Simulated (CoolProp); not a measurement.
Properties of n-hexane along the isotherm 534.7 K.

Computed with CoolProp (reference Helmholtz-energy equation of state, Thol 2019).

```tsv
p (MPa)	phase	Z	cp (kJ/(kg K))	speed of sound (m/s)	expansivity (1/kK)	conductivity (mW/(m K))
0.127	gas	0.9877	2.675	228.8	1.952	40.0
0.254	gas	0.9752	2.686	226.1	2.040	39.9
0.381	gas	0.9626	2.696	223.4	2.134	39.9
0.507	gas	0.9498	2.708	220.7	2.234	39.9
0.634	gas	0.9368	2.720	217.9	2.342	39.9
0.761	gas	0.9235	2.733	215.0	2.458	39.9
0.888	gas	0.9100	2.748	212.1	2.583	39.9
1.01	gas	0.8967	2.762	209.2	2.714	40.0
1.14	gas	0.8824	2.779	206.1	2.864	40.1
1.27	gas	0.8678	2.798	202.8	3.029	40.2
1.4	gas	0.8528	2.818	199.6	3.210	40.3
1.52	gas	0.8387	2.838	196.4	3.392	40.5
```

Thermal conductivity comes from a separate model (Assael 2013).
